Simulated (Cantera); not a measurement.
What does this Cantera script print?

```python
import numpy as np
import cantera as ct

gas = ct.Solution("gri30.yaml")
gas.TPX = 500, 49000, {'CH4': 1, 'O2': 1.43, 'N2': 5.37}
inlet = ct.Reservoir(gas, clone=True)
gas.equilibrate("HP")  # start burning
reactor = ct.IdealGasConstPressureReactor(gas, energy="on", clone=False)
exhaust = ct.Reservoir(gas, clone=True)
tau = [0.034, 0.021, 0.012, 0.0075, 0.0045, 0.0027, 0.0016, 0.00099, 0.0006, 0.00036, 0.00022, 0.00013, 7.9e-05][0]
for a, b in ((inlet, reactor), (reactor, exhaust)):
    ct.MassFlowController(a, b, mdot=lambda t: reactor.mass / tau)
net = ct.ReactorNet([reactor])
show = ['CH4', 'O2', 'CO', 'C2H', 'CO2', 'NO']

rows = []
print(f"{'tau/s':>10s}{'T/K':>9s}" + "".join(f"{s:>11s}" for s in show))
for tau in [0.034, 0.021, 0.012, 0.0075, 0.0045, 0.0027, 0.0016, 0.00099, 0.0006, 0.00036, 0.00022, 0.00013, 7.9e-05]:
    net.initial_time = 0.0
    net.advance(30 * tau)
    before = gas.X
    net.advance(40 * tau)
    drift = np.max(np.abs(gas.X - before) / (gas.X + 1e-9))
    rows.append([gas.T, *gas[show].X, drift])
    print(f"{tau:10.3e}{gas.T:9.1f}" + "".join(f"{x:11.3e}" for x in gas[show].X))
```

Result:

```
     tau/s      T/K        CH4         O2         CO        C2H        CO2         NO
 3.400e-02   2085.8  4.915e-05  2.534e-04  7.472e-02  2.857e-09  4.424e-02  2.821e-04
 2.100e-02   2079.8  6.359e-05  3.477e-04  7.465e-02  5.021e-09  4.422e-02  2.852e-04
 1.200e-02   2072.3  8.942e-05  5.043e-04  7.460e-02  1.005e-08  4.414e-02  2.843e-04
 7.500e-03   2065.6  1.234e-04  6.949e-04  7.459e-02  1.859e-08  4.401e-02  2.797e-04
 4.500e-03   2057.9  1.817e-04  9.996e-04  7.466e-02  3.726e-08  4.374e-02  2.699e-04
 2.700e-03   2049.1  2.770e-04  1.470e-03  7.483e-02  7.546e-08  4.327e-02  2.533e-04
 1.600e-03   2037.7  4.404e-04  2.246e-03  7.520e-02  1.526e-07  4.245e-02  2.262e-04
 9.900e-04   2022.9  6.925e-04  3.409e-03  7.581e-02  2.773e-07  4.120e-02  1.900e-04
 6.000e-04   1999.0  1.154e-03  5.478e-03  7.688e-02  4.755e-07  3.904e-02  1.405e-04
 3.600e-04   1954.1  2.164e-03  9.698e-03  7.878e-02  7.256e-07  3.503e-02  8.069e-05
 2.200e-04    500.0  1.282e-01  1.833e-01  1.816e-16 -4.303e-44  6.439e-17  9.042e-20
 1.300e-04    500.0  1.282e-01  1.833e-01  3.435e-19  1.544e-50  1.218e-19  1.710e-22
 7.900e-05    500.0  1.282e-01  1.833e-01  2.170e-20  4.494e-54  7.694e-21  1.080e-23
```

Cantera simulation using GRI-Mech 3.0 (53 species, 325 reactions); the numbers are that mechanism's predictions, not measurements.
